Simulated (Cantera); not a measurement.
Input: 1 mol Si, a varied amount of HCl, 0.12 mol N2, held at 8.60 Pa.

Points: T (K) = 773, 848, 923, 998, 1073, 1148, 1223, 1298, 1373, 1448, 1523, 1598, 1673; n(HCl) (mol) = 1.7, 2.4, 3.1, 3.8, 4.5, 5.2, 6, 6.7, 7.4.

Cantera's Mixture.equilibrate('TP', solver="vcs", rtol=1e-11, max_steps=5000) on the NASA tables stopped like this:

```
ERROR: FAILURE its = 5001!

*******************************************************************************
CanteraError thrown by MultiPhase::equilibrate:
VCS solver failed. Return code: -1
*******************************************************************************
```

What got this run through?

This is not unique; one that fits is The failure is numerical, not chemical. The same input converged with solver="gibbs", rtol=1e-10, max_steps=50000, and the result passed a check of the equilibrium conditions:
```
    773        1.7  Si(cr) + Si3N4(a)
    773        2.4  Si(cr) + Si3N4(a)
    773        3.1  Si(cr) + Si3N4(a)
    773        3.8  Si3N4(a)
    773        4.5  Si3N4(a)
    773        5.2  Si3N4(a)
    773          6  Si3N4(a)
    773        6.7  gas only
    773        7.4  gas only
    848        1.7  Si(cr) + Si3N4(a)
    848        2.4  Si(cr) + Si3N4(a)
    848        3.1  Si(cr) + Si3N4(a)
    848        3.8  Si3N4(a)
    848        4.5  Si3N4(a)
    848        5.2  Si3N4(a)
    848          6  Si3N4(a)
    848        6.7  Si3N4(a)
    848        7.4  gas only
    923        1.7  Si(cr) + Si3N4(a)
    923        2.4  Si(cr) + Si3N4(a)
    923        3.1  Si(cr) + Si3N4(a)
    923        3.8  Si3N4(a)
    923        4.5  Si3N4(a)
    923        5.2  Si3N4(a)
    923          6  Si3N4(a)
    923        6.7  Si3N4(a)
    923        7.4  gas only
    998        1.7  Si(cr) + Si3N4(a)
    998        2.4  Si(cr) + Si3N4(a)
    998        3.1  Si(cr) + Si3N4(a)
    998        3.8  Si3N4(a)
    998        4.5  Si3N4(a)
    998        5.2  Si3N4(a)
    998          6  Si3N4(a)
    998        6.7  Si3N4(a)
    998        7.4  gas only
   1073        1.7  Si(cr) + Si3N4(a)
   1073        2.4  Si(cr) + Si3N4(a)
   1073        3.1  Si3N4(a)
   1073        3.8  Si3N4(a)
   1073        4.5  Si3N4(a)
   1073        5.2  Si3N4(a)
   1073          6  Si3N4(a)
   1073        6.7  Si3N4(a)
   1073        7.4  gas only
   1148        1.7  Si(cr) + Si3N4(a)
   1148        2.4  Si(cr) + Si3N4(a)
   1148        3.1  Si3N4(a)
   1148        3.8  Si3N4(a)
   1148        4.5  Si3N4(a)
   1148        5.2  Si3N4(a)
   1148          6  Si3N4(a)
   1148        6.7  gas only
   1148        7.4  gas only
   1223        1.7  Si(cr) + Si3N4(a)
   1223        2.4  Si3N4(a)
   1223        3.1  Si3N4(a)
   1223        3.8  Si3N4(a)
   1223        4.5  Si3N4(a)
   1223        5.2  gas only
   1223          6  gas only
   1223        6.7  gas only
   1223        7.4  gas only
   1298        1.7  Si(cr) + Si3N4(a)
   1298        2.4  Si3N4(a)
   1298        3.1  Si3N4(a)
   1298        3.8  gas only
   1298        4.5  gas only
   1298        5.2  gas only
   1298          6  gas only
   1298        6.7  gas only
   1298        7.4  gas only
   1373        1.7  Si(cr) + Si3N4(a)
   1373        2.4  Si(cr) + Si3N4(a)
   1373        3.1  gas only
   1373        3.8  gas only
   1373        4.5  gas only
   1373        5.2  gas only
   1373          6  gas only
   1373        6.7  gas only
   1373        7.4  gas only
   1448        1.7  Si(cr)
   1448        2.4  Si(cr)
   1448        3.1  gas only
   1448        3.8  gas only
   1448        4.5  gas only
   1448        5.2  gas only
   1448          6  gas only
   1448        6.7  gas only
   1448        7.4  gas only
   1523        1.7  Si(cr)
   1523        2.4  Si(cr)
   1523        3.1  gas only
   1523        3.8  gas only
   1523        4.5  gas only
   1523        5.2  gas only
   1523          6  gas only
   1523        6.7  gas only
   1523        7.4  gas only
   1598        1.7  Si(cr)
   1598        2.4  Si(cr)
   1598        3.1  gas only
   1598        3.8  gas only
   1598        4.5  gas only
   1598        5.2  gas only
   1598          6  gas only
   1598        6.7  gas only
   1598        7.4  gas only
   1673        1.7  Si(cr)
   1673        2.4  Si(cr)
   1673        3.1  gas only
   1673        3.8  gas only
   1673        4.5  gas only
   1673        5.2  gas only
   1673          6  gas only
   1673        6.7  gas only
   1673        7.4  gas only
```

The gas is ideal and each condensed phase is pure. N2 is the only nitrogen source here; it is nearly inert below about 1500 K, so the nitride shown seldom forms there in practice. Mutual solubility and eutectic melting of coexisting phases are not modelled. The tables' values for SiCl3 are old estimates.
